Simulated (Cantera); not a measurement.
An isothermal, constant-pressure homogeneous reactor starts with 10.2 % N2O, 0.0245 % H2, 89.8 % N2, at 1375 K and 43.5 Torr.

Computed with Cantera and GRI-Mech 3.0 (53 species, 325 reactions). GRI-Mech 3.0 was tuned for natural gas; its chemistry of N2O as a main component is partial and can be far from experiment. The mechanism lacks the step 2 NO + O2 → 2 NO2, which can matter for NO2 below about 1400 K. The temperature is held fixed by assumption; the heat of reaction is taken as removed at once.

x: mole fraction; the columns are a selection and need not sum to one.

```
t (s)       x N2O        x H2     x NO2    x H2O2      x OH      x O2
--------  -------  ----------  --------  --------  --------  --------
1.00e-5     0.102    0.000245    <1e-12    <1e-12  2.50e-10   2.25e-9
3.30e-5     0.102    0.000245    <1e-12    <1e-12   2.98e-9   2.41e-8
0.000109    0.102    0.000245    <1e-12    <1e-12   3.76e-8   2.51e-7
0.000358    0.102    0.000245  1.14e-12    <1e-12   4.21e-7   2.36e-6
0.00118     0.102    0.000242  1.93e-10  7.27e-12   3.23e-6   1.73e-5
0.00389     0.102    0.000227   3.47e-8  5.05e-10   1.38e-5   8.37e-5
0.0128      0.101  (withheld)   1.15e-6   2.35e-9   2.58e-5  0.000319
0.0423     0.0990  (withheld)   6.30e-6  7.11e-10   1.74e-5   0.00111
0.140      0.0927  (withheld)   8.41e-6  7.32e-11   9.42e-6   0.00357
0.460      0.0748  (withheld)   8.57e-6  3.65e-11   8.90e-6    0.0106
1.52       0.0375     3.15e-8   8.24e-6  3.28e-11   8.88e-6    0.0252
5.00      0.00458     3.21e-8   7.65e-6  2.41e-11   7.62e-6    0.0383
```

Q: Some entries are withheld; supply them.

A: 
- 0.0128, x H2: 0.000148
- 0.0423, x H2: 3.63e-5
- 0.140, x H2: 1.79e-6
- 0.460, x H2: 2.68e-8
